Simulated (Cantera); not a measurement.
Feed: 1 mol B, 2.9 mol O₂, held at 0.100 bar.

Method: chemical equilibrium by Gibbs-energy minimisation in Cantera with the NASA 1993 tables (ideal gas, pure condensed phases). Candidate condensed phases: B, B₂O₃; 10 gas species. Kinetics and transport are ignored.

**Question.** Which condensed phases are stable at each of these points (T (K)): 1723, 1748, 1773, 1798, 1823, 1848, 1873, 1898, 1923, 1948, 1973, 1998, 2023, 2048?

**Answer.** 
| T (K) | condensed phases | B condensed (%) |
|---|---|---|
| 1723 | B₂O₃(l) | 94.7 |
| 1748 | B₂O₃(l) | 92.3 |
| 1773 | B₂O₃(l) | 88.9 |
| 1798 | B₂O₃(l) | 84.1 |
| 1823 | B₂O₃(l) | 77.3 |
| 1848 | B₂O₃(l) | 67.7 |
| 1873 | B₂O₃(l) | 54.2 |
| 1898 | B₂O₃(l) | 34.8 |
| 1923 | B₂O₃(l) | 6.5 |
| 1948 | gas only | 0.0 |
| 1973 | gas only | 0.0 |
| 1998 | gas only | 0.0 |
| 2023 | gas only | 0.0 |
| 2048 | gas only | 0.0 |

From 1723 K to 1923 K the condensed part is B₂O₃(l). From 1948 K to 2048 K nothing is condensed.
